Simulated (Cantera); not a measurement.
An isothermal, constant-pressure homogeneous reactor starts with 7.66 % H2, 92.3 % O2, equivalence ratio 0.042, at 975 K and 500 Pa.

Cantera simulation using GRI-Mech 3.0 (53 species, 325 reactions); the numbers are that mechanism's predictions, not measurements. Radical loss at walls, strong at low pressure, is not modelled. The temperature is held fixed by assumption; the heat of reaction is taken as removed at once.

x: mole fraction; the columns are a selection and need not sum to one.

```tsv
t (s)	x H2	x O2	x H	x O	x HO2	x H2O	x H2O2
1.00e-6	0.0766	0.923	<1e-12	<1e-12	<1e-12	<1e-12	<1e-12
3.16e-6	0.0766	0.923	<1e-12	<1e-12	<1e-12	<1e-12	<1e-12
1.00e-5	0.0766	0.923	1.26e-12	<1e-12	1.28e-12	<1e-12	<1e-12
3.16e-5	0.0766	0.923	3.90e-12	<1e-12	4.04e-12	<1e-12	<1e-12
0.000100	0.0766	0.923	1.17e-11	1.32e-12	1.28e-11	<1e-12	<1e-12
0.000316	0.0766	0.923	3.43e-11	1.15e-11	4.05e-11	5.53e-12	<1e-12
0.00100	0.0766	0.923	1.34e-10	1.04e-10	1.29e-10	1.11e-10	<1e-12
0.00316	0.0766	0.923	?	?	4.31e-10	?	<1e-12
0.0100	0.0766	0.923	1.22e-5	1.31e-5	1.45e-7	2.54e-5	2.77e-11
0.0316	0.00211	0.885	0.0197	0.0265	3.64e-6	0.0643	4.45e-8
0.100	0.000767	0.906	0.00492	0.0116	3.32e-6	0.0750	4.76e-8
0.316	0.000117	0.918	0.000278	0.00180	1.93e-6	0.0791	5.02e-8
1.00	1.05e-5	0.920	7.81e-6	0.000168	5.65e-7	0.0796	3.37e-8
```

**Question.** Some entries are withheld; supply them.

**Answer.** 
- 0.00316, x H: 2.40e-9
- 0.00316, x O: 2.54e-9
- 0.00316, x H2O: 4.56e-9
